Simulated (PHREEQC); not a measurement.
Make-up at 25 °C: 0.18 mol H2SO4, 0.046 mol ZnSO4 and 0.057 mol MnSO4 per kg of water. Closed to the air; pH follows from the charge balance.

All values are PHREEQC results (ion-association model, wateq4f.dat), not measurements.

No solid was allowed to form.

Question: What pH, ionic strength does the model give?

Answer: pH 0.89; ionic strength 0.415 mol/kgw.

Question: In which forms is Mn present?

Answer: Mn+2 69 %, MnSO4 31 % of the Mn.
